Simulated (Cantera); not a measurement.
An adiabatic, constant-volume homogeneous reactor starts with CH₄ : CO : O₂ : N₂ : H₂O = 1 : 0.24 : 1.51 : 9.6 : 0.91 (molar parts), at 1175 K and 13.0 bar.

Detailed kinetics in Cantera: GRI-Mech 3.0 (53 species, 325 reactions). The pressure lies above the range GRI-Mech 3.0 was tuned for (to about 10 atm).

Question: Predict: time of steepest temperature rise; temperature at 0.400 s; equilibrium temperature; x(CO) at 0.400 s; x(O₂) at 0.400 s; x(H) at 0.400 s.

Answer: 
```json
{
  "time_of_steepest_temperature_rise": "12.8 ms",
  "temperature at 0.400 s": "2465 K",
  "equilibrium_temperature": "2465 K",
  "x(CO) at 0.400 s": "0.0513 (gas-phase equilibrium 0.0513)",
  "x(O₂) at 0.400 s": "1.91e-5 (gas-phase equilibrium 1.91e-5)",
  "x(H) at 0.400 s": "0.000790 (gas-phase equilibrium 0.000790)"
}
```
